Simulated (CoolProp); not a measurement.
Vapour-liquid equilibrium of carbon dioxide (1) + C2F6 (R116) (2) at 260.1 K; x and y are mole fractions of (1).

Values from CoolProp's multi-fluid Helmholtz-energy mixture model, Span 1996 and Lemmon 2006; pair parameters Bell 2016.

| x | bubble pressure, mixture model (MPa) | bubble pressure, Raoult's law (MPa) | y, mixture model | y, Raoult's law |
|---|---|---|---|---|
| 0.05 | 1.423 | 1.343 | 0.111 | 0.090 |
| 0.2 | 1.835 | 1.514 | 0.359 | 0.320 |
| 0.35 | 2.185 | 1.685 | 0.517 | 0.504 |
| 0.5 | 2.433 | 1.856 | 0.625 | 0.653 |
| 0.65 | 2.578 | 2.027 | 0.710 | 0.778 |
| 0.8 | 2.625 | 2.198 | 0.796 | 0.883 |
| 0.95 | 2.525 | 2.369 | 0.927 | 0.973 |

The largest gap from Raoult's law is +31.1 % in bubble pressure, at x = 0.5. y crosses x between x = 0.65 and 0.8: the model has an azeotrope there.

The pair parameters rest on a limited set of measurements; away from them the model extrapolates.
